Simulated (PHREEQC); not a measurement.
Solution (25 °C): 0.19 mmol/kgw CaSO4, 0.096 mmol/kgw CO2 and 15 mmol/kgw KCl. Closed to the air; pH follows from the charge balance.

Equilibrium calculation in PHREEQC: ion-association model, phreeqc.dat.

The ionic strength comes out as 0.0157 mol/kgw. What activity coefficients do K+, SO4-2, HCO3-, KSO4-, Ca+2 get?

K+ 0.88, SO4-2 0.61, HCO3- 0.89, KSO4- 0.89, Ca+2 0.62.

No solid was allowed to form.
